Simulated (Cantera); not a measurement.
What does this Cantera script print?

```python
import numpy as np
import cantera as ct

gas_names = """
    H HO2 H2 H2O H2O2 H2S H2SO4 O OH O2 O3 S SH SO SO2 SO3 S2 S2O S8
""".split()
cond_names = """
    H2O(s) H2O(L) H2SO4(L) S(cr1) S(cr2) S(L)
""".split()


# ... load() reads the species with a 1 bar reference pressure and builds the phases ...
atoms = {
    'SO2': {'S': 1, 'O': 2},
    'H2': {'H': 2},
    'O2': {'O': 2},
    'H2O': {'H': 2, 'O': 1},
}
top_T = {}  # K; cautious upper limits of use, not melting points


# ... equilibrate(T, P, feed) seeds the gas with the atoms and calls Mixture.equilibrate('TP', solver="vcs", rtol=1e-11, max_steps=5000) ...
results = []
T = 523.15  # K
P = 23000000  # Pa
for m in [0.83, 1, 1.3, 1.6, 1.9, 2.4, 2.9, 3.6, 4.5, 5.6]:
    feed = {'SO2': 1, 'H2': m, 'O2': 0.16, 'H2O': 3.2}  # mol
    mix = equilibrate(T, P, feed)
    results.append((T, P, feed, dict(zip(mix.species_names, mix.species_moles))))

top = {s: max(r[3][s] / sum(r[3][g] for g in gas_names) for r in results) for s in gas_names}
cols = sorted((s for s in top if top[s] > 0.001), key=lambda s: -top[s])[:7]
seen = [c for c in cond_names if any(r[3].get(c, 0) > 1e-12 for r in results)]
print("log10 of partial pressures in bar; condensed amounts in mol")
print(f"{'n(H2)':>10s}" + "".join(f"{s[:9]:>10s}" for s in cols + seen))
for T, P, feed, n in results:
    ng = sum(n[g] for g in gas_names)
    print(f"{feed['H2']:10.4g}" + "".join(f"{np.log10(max(n[s] / ng * P / 1e5, 1e-99)):10.3f}" for s in cols)
          + "".join(f"{n.get(c, 0):10.4g}" for c in seen))
```

Output:

```
log10 of partial pressures in bar; condensed amounts in mol
     n(H2)       SO2       H2S        H2       H2O    H2O(L)      S(L)
      0.83     2.294    -2.297    -6.364     1.524     3.903    0.2546
         1     2.294    -2.297    -6.364     1.524     4.088    0.3397
       1.3     2.294    -2.297    -6.364     1.524     4.413    0.4898
       1.6     2.294    -2.297    -6.364     1.524     4.739    0.6398
       1.9     2.294    -2.297    -6.364     1.524     5.064    0.7899
       2.4    -6.888     2.294    -1.773     1.524     5.506      0.92
       2.9    -6.888     2.294    -1.773     1.524     5.421    0.4198
       3.6   -17.216     2.186     1.634     1.524     5.303         0
       4.5   -18.627     1.955     2.027     1.524      5.15         0
       5.6   -19.131     1.778     2.136     1.524     4.963         0
```

Equilibrium computed with Cantera from the NASA thermochemical tables; the gas is ideal and each condensed phase is pure. Each liquid is taken as pure. The ideal-gas law is rough above about 30 bar.
